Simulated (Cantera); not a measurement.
Feed: 1 mol B2H6, 0.98 mol H2O, a varied amount of O2, equilibrated at 1702 °C and 180 Torr.

Cantera equilibrium calculation (NASA polynomials, part measured and part estimated; ideal gas, pure solids and liquids). Candidate condensed phases: B, B2O3, B3O3H3, H2O; 23 gas species. The feed counts by its element totals alone. Kinetics and transport are ignored.

Q: At 2.4 mol O2, list the 7 most abundant gas species with their mole fractions, and the condensed phases.

A: H2O 0.388, HBO2 0.340, H2 0.239, B2O3 0.0299, H 0.00137, HBO 0.00107, BO2 0.000224. Condensed: gas only.
